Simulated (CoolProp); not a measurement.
Vapour pressure (MPa) of carbon monoxide: the reference equation beside estimates from Tc = -140.3 °C, pc = 3.498 MPa, ω = 0.050. Clausius-Clapeyron is anchored at -186.45 °C with a constant enthalpy of vaporisation of 5.808 kJ/mol.

Computed with CoolProp (reference Helmholtz-energy equation of state, Lemmon 2006). It is a short technical equation, of lower accuracy than the large ones.

| T (°C) | reference | Lee-Kesler | Clausius-Clapeyron | van der Waals | Redlich-Kwong | Soave-Redlich-Kwong | Peng-Robinson |
|---|---|---|---|---|---|---|---|
| -191.85 | 0.09748 | 0.09751 | 0.1018 | 0.3401 | 0.08781 | 0.09697 | 0.09925 |
| -189.15 | 0.1315 | 0.1315 | 0.1341 | 0.4084 | 0.1216 | 0.1310 | 0.1333 |
| -186.45 | 0.1738 | 0.1739 | 0.1738 | 0.4854 | 0.1643 | 0.1733 | 0.1755 |
| -183.75 | 0.2256 | 0.2258 | 0.2217 | 0.5715 | 0.2172 | 0.2254 | 0.2272 |
| -181.15 | 0.2856 | 0.2859 | 0.2765 | 0.6634 | 0.2790 | 0.2857 | 0.2870 |
| -178.45 | 0.3596 | 0.3601 | 0.3433 | 0.7686 | 0.3557 | 0.3603 | 0.3608 |
| -175.75 | 0.4468 | 0.4473 | 0.4212 | 0.8840 | 0.4465 | 0.4484 | 0.4478 |
| -173.05 | 0.5484 | 0.5489 | 0.5111 | 1.010 | 0.5526 | 0.5513 | 0.5494 |
| -170.45 | 0.6612 | 0.6616 | 0.6098 | 1.142 | 0.6704 | 0.6656 | 0.6623 |
| -167.75 | 0.7951 | 0.7952 | 0.7259 | 1.290 | 0.8103 | 0.8016 | 0.7965 |
| -165.05 | 0.9475 | 0.9470 | 0.8566 | 1.449 | 0.9691 | 0.9564 | 0.9495 |
| -162.45 | 1.113 | 1.112 | 0.9970 | 1.614 | 1.141 | 1.125 | 1.116 |
| -159.75 | 1.306 | 1.304 | 1.159 | 1.798 | 1.340 | 1.320 | 1.310 |
| -157.05 | 1.521 | 1.519 | 1.337 | 1.993 | 1.562 | 1.539 | 1.527 |
| -154.35 | 1.761 | 1.758 | 1.533 | 2.201 | 1.807 | 1.783 | 1.770 |

Absolute difference from the reference over all 15 rows, mean and median: Lee-Kesler 0.1 and 0.1 %, Clausius-Clapeyron 6.7 and 6.8 %, van der Waals 103.1 and 84.2 %, Redlich-Kwong 3.1 and 2.5 %, Soave-Redlich-Kwong 0.6 and 0.5 %, Peng-Robinson 0.5 and 0.3 %.
